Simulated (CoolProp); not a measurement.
Saturation properties of normal hydrogen.

Model: reference Helmholtz-energy equation of state, Leachman 2009, in CoolProp.

```csv
T (K),p (MPa),liquid density (kg/m³),liquid cp (kJ/(kg K)),vapour Z,surface tension (mN/m),liquid viscosity (µPa s)
20.2,0.09636,71.04,9.679,0.9084,1.94,13.7
21.1,0.1249,70.00,10.20,0.8914,1.79,12.7
22,0.1591,68.89,10.77,0.8729,1.63,11.8
22.9,0.1995,67.73,11.41,0.8528,1.48,…
23.8,0.2466,66.49,12.14,0.8311,1.33,10.3
24.6,0.2947,65.31,12.88,0.8104,1.19,9.74
25.5,0.3562,…,13.86,0.7854,1.04,9.12
26.4,0.4262,62.39,…,0.7584,0.896,8.53
27.3,0.5053,60.74,16.52,0.7292,0.752,7.97
28.1,0.5838,59.13,18.21,0.7010,0.627,7.50
29,0.6821,57.12,20.81,0.6661,0.490,6.97
29.9,0.7914,54.82,24.72,0.6270,0.359,6.44
30.8,0.9129,52.08,31.49,0.5817,0.238,5.88
31.7,1.048,48.56,46.71,0.5259,0.130,5.27
32.5,1.180,43.92,98.57,0.4566,0.0587,4.58
```

Problem. Some entries are withheld; supply them.

Solution. 
- 22.9, liquid viscosity (µPa s): 11.1
- 25.5, liquid density (kg/m³): 63.91
- 26.4, liquid cp (kJ/(kg K)): 15.04

It boils at 20.4 K under 1 atm.

Viscosity comes from a separate model (Muzny 2013). Surface tension comes from a separate correlation (Mulero 2012).
